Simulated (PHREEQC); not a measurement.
Dissolve 0.0013 mol/kgw HF, 0.00047 mol/kgw (CH3)4NF, 2.1e-06 mol/kgw H4SiO4 and 0.043 mol/kgw HCl at 15 °C. Closed to the air; pH follows from the charge balance.

Model: ion-association model, wateq4f.dat, run in PHREEQC.

This is a speciation only: nothing precipitates in the calculation.

Problem. What pH does the model give?

Solution. pH 1.44.

Problem. In which forms is F present?

Solution. HF 96 %, F- 2.6 %, H2F2 1.2 % of the F.

(CH3)4N+ isn't in the database: it is added as a free cation with an ion size of 4 Å. SiF6-2 is the database's only silicon fluoride.
